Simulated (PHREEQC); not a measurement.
PHREEQC input (Pitzer model, pitzer.dat):

```
SOLUTION 1
  temp 25
  units mol/kgw
  pH 7 charge
  Cl 0.031
  K 0.031
  C(4) 0.05
  Na 0.1
END
USE solution 1
INCREMENTAL_REACTIONS false
REACTION 1
  H2O -1
  0 9.886 18.011 24.689 30.178 34.689 38.397 41.444
  43.949 46.007 47.699 49.089 50.232 51.172 51.944 52.578
  53.1 53.528 53.88 54.17 54.408 54.603 54.764 54.896
  55.005 55.094 55.168 55.228 moles
EQUILIBRIUM_PHASES 1
  Halite 0 0
  Kalicinite 0 0
  Nahcolite 0 0
  Natron 0 0
  Sylvite 0 0
  Trona 0 0
  CO2(g) -3.4 10
SELECTED_OUTPUT 1
  -reset false
  -pH true
  -pe true
  -ionic_strength true
  -water true
  -activities H2O
  -totals C Cl K Na
  -molalities H+ Na+ K+ Cl- CO3-2 OH- HCO3- CO2
  -equilibrium_phases Halite Kalicinite Nahcolite Natron Sylvite Trona
PRINT
  -reset false
END
```

Selected output (columns that matter, 24 of 28 rows; water left (kg) added in front):

```
water left (kg)	pH	mu	C	Cl	K	Na	m_H+	m_Na+	m_K+	m_Cl-	m_CO3-2	la_H2O	Sylvite	Trona
0.999667	9.7298	0.1603	0.070719	0.03101	0.03101	0.10003	2.7337e-10	0.10003	0.03101	0.03101	0.029255	-0.0016086	0	0
0.821591	9.7662	0.19706	0.084032	0.037732	0.037732	0.12172	2.5856e-10	0.12172	0.037732	0.037732	0.037615	-0.0019238	0	0
0.675239	9.8008	0.24208	0.099941	0.04591	0.04591	0.1481	2.4599e-10	0.1481	0.04591	0.04591	0.048078	-0.0023018	0	0
0.456089	9.8647	0.3646	0.14179	0.067969	0.067969	0.21926	2.2642e-10	0.21926	0.067969	0.067969	0.077372	-0.0033	0	0
0.374842	9.8942	0.447	0.16915	0.082702	0.082702	0.26678	2.1898e-10	0.26678	0.082702	0.082702	0.097524	-0.0039536	0	0
0.30806	9.9221	0.54773	0.20202	0.10063	0.10063	0.32461	2.1284e-10	0.32461	0.10063	0.10063	0.12248	-0.0047382	0	0
0.253185	9.9485	0.67073	0.24152	0.12244	0.12244	0.39497	2.0784e-10	0.39497	0.12244	0.12244	0.15332	-0.0056797	0	0
0.208073	9.9734	0.82097	0.28909	0.14899	0.14899	0.4806	2.0378e-10	0.4806	0.14899	0.14899	0.19138	-0.00681	0	0
0.171012	9.9968	1.0043	0.34637	0.18127	0.18127	0.58475	2.0048e-10	0.58475	0.18127	0.18127	0.23825	-0.008167	0	0
0.115516	10.04	1.5007	0.49888	0.26836	0.26836	0.86568	1.9509e-10	0.86568	0.26836	0.26836	0.36665	-0.011768	0	0
0.0949361	10.059	1.8333	0.59973	0.32654	0.32654	1.0533	1.9231e-10	1.0533	0.32654	0.32654	0.45345	-0.014155	0	0
0.0780123	10.078	2.239	0.72188	0.39737	0.39737	1.2818	1.8884e-10	1.2818	0.39737	0.39737	0.5598	-0.017073	0	0
0.0641139	10.096	2.733	0.86982	0.48351	0.48351	1.5597	1.8411e-10	1.5597	0.48351	0.48351	0.68974	-0.020672	0	0
0.0527004	10.114	3.334	1.0492	0.58823	0.58823	1.8975	1.7745e-10	1.8975	0.58823	0.58823	0.8482	-0.025171	0	0
0.0433033	10.133	4.0668	1.2675	0.71588	0.71588	2.3093	1.6813e-10	2.3093	0.71588	0.71588	1.0416	-0.03091	0	0
0.0292612	10.171	6.0381	1.8562	1.0594	1.0594	3.4175	1.395e-10	3.4175	1.0594	1.0594	1.5612	-0.048224	0	0
0.0240394	10.192	7.3562	2.2529	1.2895	1.2895	4.1598	1.1985e-10	4.1598	1.2895	1.2895	1.9068	-0.061687	0	0
0.0197174	10.212	8.7891	2.6767	1.5722	1.5722	4.9468	9.8536e-11	4.9468	1.5722	1.5722	2.2701	-0.078821	0	0.00082041
0.0158841	10.222	8.8506	2.5593	1.9516	1.9516	4.7292	8.5738e-11	4.7292	1.9516	1.9516	2.1698	-0.085199	0	0.0082934
0.0127236	10.233	8.9617	2.4221	2.4364	2.4364	4.4738	7.2088e-11	4.4738	2.4364	2.4364	2.0515	-0.093402	0	0.014359
0.0101373	10.246	9.1497	2.2641	3.058	3.058	4.178	5.8141e-11	4.178	3.058	3.058	1.9138	-0.10405	0	0.019216
0.00631282	10.262	9.4385	2.0929	3.8212	3.8212	3.8552	4.5162e-11	3.8552	3.8212	3.8212	1.7622	-0.11735	0.0068778	0.025221
0.00490219	10.262	9.4385	2.0929	3.8212	3.8212	3.8552	4.5162e-11	3.8552	3.8212	3.8212	1.7622	-0.11735	0.012268	0.027034
0.00375844	10.262	9.4385	2.0929	3.8212	3.8212	3.8552	4.5162e-11	3.8552	3.8212	3.8212	1.7622	-0.11735	0.016638	0.028503
```

Complexes and solids missing from the database can't appear.
